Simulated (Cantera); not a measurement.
Gas mixture: 100 % C2H4, at 0.0260 bar, frozen composition.

Cantera's kinetic-theory transport with the Lennard-Jones parameters of GRI-Mech 3.0, ideal gas; thermal conductivity in the mixture-averaged form. The composition is frozen, though it would react at the higher temperatures.

D: mixture-averaged diffusion coefficient of that species in the mixture.

| T (K) | ρ (kg/m³) | cp (J/kg/K) | μ (µPa s) | λ (mW/m/K) | Pr | D (cm²/s) N2 | D (cm²/s) H | D (cm²/s) CO2 |
|---|---|---|---|---|---|---|---|---|
| 400 | 0.0219 | 1877 | 13.3 | 33.6 | 0.745 | 10.6 | 60.1 | 7.87 |
| 600 | 0.0146 | 2529 | 19.1 | 64.4 | 0.750 | 21.8 | 125 | 16.7 |
| 800 | 0.0110 | 2991 | 24.1 | 96.4 | 0.746 | 35.8 | 207 | 28.0 |
| 1000 | 0.00877 | 3354 | 28.5 | 128 | 0.748 | 52.3 | 303 | 41.4 |
| 1200 | 0.00731 | 3625 | ___ | ___ | 0.747 | ___ | ___ | ___ |
| 1400 | 0.00627 | 3836 | ___ | ___ | 0.747 | ___ | ___ | ___ |

What belongs in the gaps?


- 1200, μ (µPa s): 32.5
- 1200, λ (mW/m/K): 158
- 1200, D (cm²/s) N2: 71.1
- 1200, D (cm²/s) H: 414
- 1200, D (cm²/s) CO2: 56.7
- 1400, μ (µPa s): 36.2
- 1400, λ (mW/m/K): 186
- 1400, D (cm²/s) N2: 92.1
- 1400, D (cm²/s) H: 537
- 1400, D (cm²/s) CO2: 73.8
